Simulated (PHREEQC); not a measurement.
## Nickel, zinc or cadmium bath: speciation

Solution (10 °C): 0.14 mol CdCl2, 7.5e-05 mol KCl and 0.16 mol H2SO4 per kg of water. Closed to the air; pH follows from the charge balance.

All values are PHREEQC results (ion-association model, phreeqc.dat), not measurements.

No solid was allowed to form.

Q: Estimate the pH, activity of water, ionic strength.

A: pH 0.79; activity of water 0.989; ionic strength 0.388 mol/kgw.

Q: In which forms is S present?

A: HSO4- 70 %, SO4-2 19 %, CdSO4 6.8 %, Cd(SO4)2-2 4.4 % of the S.

Constants without temperature data keep their 25 °C values here.
